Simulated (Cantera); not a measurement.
Input: 1 mol AlCl3, 86 mol N2, 6.2 mol H2, equilibrated at 0.0133 bar.

Equilibrium computed with Cantera from the NASA thermochemical tables; the gas is ideal and each condensed phase is pure. Candidate condensed phases: Al, AlCl3, AlN, NH4Cl; 20 gas species. The tables' values for AlCl2 are old estimates; treat these amounts as uncertain. Equilibrium is a limit: real reactors are often held back by kinetics, nucleation or transport.

### Question
At 1127 °C, list the 5 most abundant gas species with their mole fractions, and the condensed phases.

### Answer
N2 0.920, H2 0.0586, HCl 0.0158, AlCl3 0.00499, AlCl 0.000462. Condensed: AlN(s).
